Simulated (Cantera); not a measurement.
Input: 1 mol TEOS, 0.78 mol O3, 20 mol N2, 2.5 mol CO2, at 13.3 mbar.

Cantera equilibrium calculation (NASA polynomials, part measured and part estimated; ideal gas, pure solids and liquids). Candidate condensed phases: C, C6H6, C7H8, C8H18, H2O, Si, SiC, SiO2, Si2N2O, Si3N4; 151 gas species. The feed counts by its element totals alone. The numbers say what is thermodynamically allowed, not how fast it happens. All values below are at 1925 K.

Base state: N2 0.482, CO 0.251, H2 0.239, SiO 0.0227, H 0.00405, HCN 0.00108, Si 0.000183, HNC 5.33e-5 (mole fractions); condensed: SiC(s).

**Question.** What changes in the equilibrium state with this change: O3 from 0.78 to 0.42 mol?

**Answer.** 
```tsv
species	before	after
N2	0.482	0.495
H2	0.239	0.245
CO	0.251	0.244
SiO	0.0227	0.0102
C2H2 (acetylene)	9.41e-6	2.08e-5
HCN	0.00108	0.00163
HNC	5.33e-5	8.03e-5
Si	0.000183	0.000125
H	0.00405	0.00410
SiC(s), mol	0.0517	0.582
```
